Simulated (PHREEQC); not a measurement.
A made-up water analysis in mg/L, 2.6 °C, pH 2.24, pe 10.2:

| constituent | mg/L |
|---|---|
| Na | 185 |
| K | 64.1 |
| Ca | 113 |
| Mg | 18.9 |
| Cl | 207 |
| S(6) as SO4 | 1070 |
| Sr | 4.36 |

Valence states are taken as typed.

Computed with PHREEQC (ion-association model, phreeqc.dat).

No solid was allowed to form.

What ionic strength, specific conductance does the model give?

ionic strength 0.0339 mol/kgw; specific conductance 2330 µS/cm.

In which forms is Ca present?

Ca+2 74 %, CaSO4 25 %, CaHSO4+ 0.9 % of the Ca.

At this temperature some constants are extrapolated from 25 °C, and those without enthalpy data are left unchanged.
